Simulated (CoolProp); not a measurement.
Tetrahydrofuran at 293.15 K and 0.194 MPa is throttled through a valve to 0.0905 MPa with no heat exchange. Each further row changes one setting.

Values from CoolProp's reference Helmholtz-energy equation of state, Fiedler 2023.

```json
[
 {"case": "as stated", "temperature change (K)": "+0.0"},
 {"case": "outlet pressure 0.0271 MPa", "temperature change (K)": "+0.1"},
 {"case": "outlet pressure 0.118 MPa", "temperature change (K)": "+0.0"}
]
```
